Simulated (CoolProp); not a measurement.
Saturation properties of methanol (Tc = 513.4 K, pc = 82.16 bar, ω = 0.565).

Values from CoolProp's reference Helmholtz-energy equation of state, de Reuck 1993.

```json
[
 {"T (K)": "362.2", "p (bar)": "2.477", "enthalpy of vaporisation (kJ/kg)": "1049", "vapour Z": "0.9196", "liquid viscosity (µPa s)": "249", "vapour viscosity (µPa s)": "11.5"},
 {"T (K)": "369.8", "p (bar)": "3.180", "enthalpy of vaporisation (kJ/kg)": "1030", "vapour Z": "0.9089", "liquid viscosity (µPa s)": "230", "vapour viscosity (µPa s)": "11.7"},
 {"T (K)": "377.4", "p (bar)": "4.037", "enthalpy of vaporisation (kJ/kg)": "1011", "vapour Z": "0.8970", "liquid viscosity (µPa s)": "213", "vapour viscosity (µPa s)": "11.9"},
 {"T (K)": "385", "p (bar)": "5.072", "enthalpy of vaporisation (kJ/kg)": "990.1", "vapour Z": "0.8838", "liquid viscosity (µPa s)": "198", "vapour viscosity (µPa s)": "12.1"},
 {"T (K)": "392.6", "p (bar)": "6.310", "enthalpy of vaporisation (kJ/kg)": "967.8", "vapour Z": "0.8692", "liquid viscosity (µPa s)": "184", "vapour viscosity (µPa s)": "12.3"},
 {"T (K)": "400.1", "p (bar)": "7.758", "enthalpy of vaporisation (kJ/kg)": "944.2", "vapour Z": "0.8533", "liquid viscosity (µPa s)": "171", "vapour viscosity (µPa s)": "12.5"},
 {"T (K)": "407.7", "p (bar)": "9.485", "enthalpy of vaporisation (kJ/kg)": "918.5", "vapour Z": "0.8354", "liquid viscosity (µPa s)": "159", "vapour viscosity (µPa s)": "12.7"},
 {"T (K)": "415.3", "p (bar)": "11.50", "enthalpy of vaporisation (kJ/kg)": "890.9", "vapour Z": "0.8158", "liquid viscosity (µPa s)": "148", "vapour viscosity (µPa s)": "12.9"},
 {"T (K)": "422.9", "p (bar)": "13.85", "enthalpy of vaporisation (kJ/kg)": "861.2", "vapour Z": "0.7943", "liquid viscosity (µPa s)": "138", "vapour viscosity (µPa s)": "13.1"},
 {"T (K)": "430.5", "p (bar)": "16.56", "enthalpy of vaporisation (kJ/kg)": "829.3", "vapour Z": "0.7711", "liquid viscosity (µPa s)": "128", "vapour viscosity (µPa s)": "13.3"},
 {"T (K)": "438.1", "p (bar)": "19.67", "enthalpy of vaporisation (kJ/kg)": "795.4", "vapour Z": "0.7464", "liquid viscosity (µPa s)": "119", "vapour viscosity (µPa s)": "13.5"},
 {"T (K)": "445.7", "p (bar)": "23.22", "enthalpy of vaporisation (kJ/kg)": "759.8", "vapour Z": "0.7209", "liquid viscosity (µPa s)": "110", "vapour viscosity (µPa s)": "13.7"},
 {"T (K)": "453.3", "p (bar)": "27.24", "enthalpy of vaporisation (kJ/kg)": "723.1", "vapour Z": "0.6955", "liquid viscosity (µPa s)": "102", "vapour viscosity (µPa s)": "14.0"}
]
```

It boils at 337.6 K under 1 atm.

Viscosity comes from a separate model (Xiang 2006).
